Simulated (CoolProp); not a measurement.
Ethanol along the isotherm 453.7 K: Z from the reference equation and from simpler models built on Tc = 514.7 K, pc = 6.268 MPa, ω = 0.644; each cubic takes its own stable root.

Model: reference Helmholtz-energy equation of state, Schroeder 2014, in CoolProp.

```
p (MPa)   phase  reference
-------  ------  ---------
4.48     liquid    0.09012
8.95     liquid     0.1756
13.4     liquid     0.2578
17.9     liquid     0.3388
22.4     liquid     0.4179
26.9     liquid     0.4955
31.3     liquid     0.5702
35.8     liquid     0.6454
40.3     liquid     0.7197
44.8     liquid     0.7930
49.2     liquid     0.8639
53.7     liquid     0.9357
58.2     liquid      1.007
62.7     liquid      1.077
```

### Question
How far does each simpler model (van der Waals, Peng-Robinson) lie from the reference over these 14 states: mean and median of the absolute difference, and the worst?

### Answer
- van der Waals: mean 71.4 %, median 68.5 %, worst +91.7 % at 453.7 K and 4.48 MPa
- Peng-Robinson: mean 8.5 %, median 8.2 %, worst +10.7 % at 453.7 K and 4.48 MPa
